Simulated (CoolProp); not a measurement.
Decamethylcyclopentasiloxane (D5) along the isobar 1280 kPa: Z from the reference equation and from simpler models built on Tc = 618.3 K, pc = 1078 kPa, ω = 0.631; each cubic takes its own stable root.

Values from CoolProp's reference Helmholtz-energy equation of state, Thol 2019.

| T (K) | phase | reference | van der Waals | Redlich-Kwong | Soave-Redlich-Kwong | Peng-Robinson |
|---|---|---|---|---|---|---|
| 373.8 | liquid | 0.1744 | 0.3118 | 0.2143 | 0.2003 | 0.1782 |
| 380.4 | liquid | 0.1727 | 0.3083 | 0.2122 | 0.1981 | 0.1761 |
| 387 | liquid | 0.1712 | 0.3050 | 0.2103 | 0.1960 | 0.1742 |
| 393.6 | liquid | 0.1697 | 0.3019 | 0.2085 | 0.1940 | 0.1724 |
| 400.2 | liquid | 0.1683 | 0.2989 | 0.2068 | 0.1921 | 0.1707 |
| 406.9 | liquid | 0.1670 | 0.2960 | 0.2052 | 0.1904 | 0.1691 |
| 413.5 | liquid | 0.1657 | 0.2933 | 0.2037 | 0.1887 | 0.1676 |
| 420.1 | liquid | 0.1646 | 0.2908 | 0.2024 | 0.1872 | 0.1662 |
| 426.7 | liquid | 0.1635 | 0.2884 | 0.2012 | 0.1858 | 0.1649 |
| 433.3 | liquid | 0.1625 | 0.2861 | 0.2000 | 0.1846 | 0.1637 |
| 439.9 | liquid | 0.1615 | 0.2840 | 0.1990 | 0.1834 | 0.1627 |
| 446.5 | liquid | 0.1607 | 0.2821 | 0.1981 | 0.1823 | 0.1617 |
| 453.1 | liquid | 0.1599 | 0.2802 | 0.1973 | 0.1814 | 0.1608 |
| 459.7 | liquid | 0.1591 | 0.2785 | 0.1967 | 0.1806 | 0.1600 |
| 466.3 | liquid | 0.1585 | 0.2770 | 0.1961 | 0.1799 | 0.1594 |
| 473 | liquid | 0.1579 | 0.2755 | 0.1957 | 0.1793 | 0.1588 |
